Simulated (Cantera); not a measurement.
Charge: 1 mol CH3SiH3, 0.94 mol CH4, 4.2 mol H2, at 1927 °C.

These are equilibrium values from Cantera (NASA tables, ideal gas, pure condensed phases), not measurements of a reactor. Candidate condensed phases: C, C6H6, C7H8, C8H18, Si, SiC; 87 gas species. The feed counts by its element totals alone. Gases not in the tables: Si2H6 and higher silanes. Equilibrium is a limit: real reactors are often held back by kinetics, nucleation or transport.

Question: At 278 Torr, list the 5 most abundant gas species with their mole fractions, and the condensed phases.

Answer: H2 0.988, H 0.00920, C2H2 (acetylene) 0.00253, Si 0.000107, CH4 9.49e-5. Condensed: C(graphite) + SiC(s).
